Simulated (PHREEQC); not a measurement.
## Copper plating or etch bath (model solution)

Make-up at 20 °C: 120 mmol/kgw Cu(NO3)2, 4.2 mmol/kgw HNO3 and 0.82 mmol/kgw H3BO3. Closed to the air; pH follows from the charge balance.

All values are PHREEQC results (ion-association model, wateq4f.dat), not measurements.

Precipitation was switched off in this run.

Estimate the pH, activity of water.

pH 2.49; activity of water 0.994.
